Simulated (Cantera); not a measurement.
Feed: 1 mol Cr2O3, 2.4 mol H2, 6.5 mol N2, held at 1725 K and 14.0 Pa.

Equilibrium computed with Cantera from the NASA thermochemical tables; the gas is ideal and each condensed phase is pure. Candidate condensed phases: Cr, CrN, Cr2N, Cr2O3, H2O; 29 gas species. Equilibrium is a limit: real reactors are often held back by kinetics, nucleation or transport.

Base state: N2 0.722, H2 0.252, H2O 0.0110, H 0.00787, Cr 0.00731, CrO 0.000150, OH 1.90e-5 (mole fractions); condensed: Cr2O3(s).

Q: What changes in the equilibrium state with this change: temperature from 1725 K to 1698 K?

A: 
```tsv
species	before	after
N2	0.722	0.724
H2	0.252	0.256
H2O	0.0110	0.00864
Cr	0.00731	0.00574
OH	1.90e-5	1.07e-5
CrO	0.000150	8.73e-5
H	0.00787	0.00618
Cr2O3(s), mol	0.966	0.974
```
